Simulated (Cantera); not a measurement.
**Stirred combustor or abatement burner**

A perfectly stirred reactor is fed with CH4 : C2H6 : C3H8 : O2 : N2 : H2O = 1 : 0.87 : 0.6 : 6.19 : 23.3 : 1.7 (molar parts), at 390000 Pa; it is adiabatic with a 650 K inlet, and is followed from long to short residence time, starting on the burning branch (τ in s: 0.028, 0.012, 0.0047, 0.0019, 0.00078, 0.00032, 0.00013, 5.2e-05, 2.1e-05, 8.7e-06).

Detailed kinetics in Cantera: GRI-Mech 3.0 (53 species, 325 reactions). GRI-Mech 3.0 was tuned for natural gas; its chemistry of propane as a main component is partial and can be far from experiment.

```csv
τ (s),T (K),x CH4,x C2H6,x C3H8,x N2O,x OH
0.028,2263,2.14e-5,1.48e-7,9.63e-8,2.53e-8,0.00102
0.012,2258,3.09e-5,3.23e-7,2.02e-7,3.41e-8,0.00126
0.0047,2249,4.32e-5,7.44e-7,4.42e-7,4.83e-8,0.00164
0.0019,2237,6.01e-5,1.64e-6,9.24e-7,6.69e-8,0.00213
0.00078,2221,8.91e-5,3.55e-6,1.91e-6,8.91e-8,0.00268
0.00032,2199,0.000148,7.87e-6,4.06e-6,1.13e-7,0.00320
0.00013,2166,0.000290,1.89e-5,9.38e-6,1.32e-7,0.00351
5.2e-5,2103,0.000773,5.71e-5,2.72e-5,1.24e-7,0.00317
2.1e-5,650,0.0297,0.0258,0.0178,<1e-12,<1e-12
8.7e-6,650,0.0297,0.0258,0.0178,<1e-12,<1e-12
```
x: mole fraction; the columns are a selection and need not sum to one.
